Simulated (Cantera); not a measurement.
A Cantera script and what it prints.

```python
import numpy as np
import cantera as ct

gas_names = [...]  # 136 gases of nasa_gas.yaml made of C, H, N, O
cond_names = """
    C(gr) C6H6(L) C7H8(L) C8H18(L),n-octa H2O(s) H2O(L)
""".split()


# ... load() reads the species with a 1 bar reference pressure and builds the phases ...
atoms = {
    'n-butane': {'C': 4, 'H': 10},
    'O2': {'O': 2},
    'N2': {'N': 2},
}
top_T = {'C(gr)': 4500}  # K; cautious upper limits of use, not melting points


# ... equilibrate(T, P, feed) seeds the gas with the atoms and calls Mixture.equilibrate('TP', solver="vcs", rtol=1e-11, max_steps=5000) ...
results = []
feed = {'n-butane': 1, 'O2': 0.028, 'N2': 0.49}  # mol
P = 4000  # Pa
for T in [600, 650, 700, 750, 800, 850, 900, 950, 1000, 1050, 1100, 1150]:
    mix = equilibrate(T, P, feed)
    results.append((T, P, feed, dict(zip(mix.species_names, mix.species_moles))))

top = {s: max(r[3][s] / sum(r[3][g] for g in gas_names) for r in results) for s in gas_names}
cols = sorted((s for s in top if top[s] > 0.0001), key=lambda s: -top[s])[:7]
seen = [c for c in cond_names if any(r[3].get(c, 0) > 1e-12 for r in results)]
print("log10 of partial pressures in bar; condensed amounts in mol")
print(f"{'T/K':>10s}" + "".join(f"{s[:9]:>10s}" for s in cols + seen))
for T, P, feed, n in results:
    ng = sum(n[g] for g in gas_names)
    print(f"{T:10.4g}" + "".join(f"{np.log10(max(n[s] / ng * P / 1e5, 1e-99)):10.3f}" for s in cols)
          + "".join(f"{n.get(c, 0):10.4g}" for c in seen))
```

Result:

```
log10 of partial pressures in bar; condensed amounts in mol
       T/K        H2       CH4        N2       H2O        CO       CO2       NH3     C(gr)
       600    -1.841    -1.707    -2.274    -3.221    -5.689    -5.618    -5.279     2.192
       650    -1.656    -1.897    -2.328    -3.283    -5.034    -5.468    -5.376     2.677
       700    -1.546    -2.162    -2.379    -3.364    -4.450    -5.295    -5.536     3.188
       750    -1.490    -2.476    -2.414    -3.496    -3.965    -5.184    -5.734     3.561
       800    -1.465    -2.801    -2.433    -3.737    -3.642    -5.289    -5.938     3.759
       850    -1.453    -3.113    -2.443    -4.091    -3.486    -5.638    -6.133     3.851
       900    -1.448    -3.402    -2.447    -4.490    -3.427    -6.107    -6.313     3.894
       950    -1.446    -3.667    -2.449    -4.882    -3.406    -6.589    -6.477     3.916
      1000    -1.445    -3.909    -2.450    -5.246    -3.399    -7.043    -6.627     3.928
      1050    -1.444    -4.130    -2.451    -5.581    -3.396    -7.462    -6.764     3.934
      1100    -1.444    -4.332    -2.451    -5.887    -3.395    -7.843    -6.889     3.938
      1150    -1.443    -4.517    -2.451    -6.166    -3.394    -8.192    -7.004      3.94
```

These are equilibrium values from Cantera (NASA tables, ideal gas, pure condensed phases), not measurements of a reactor.
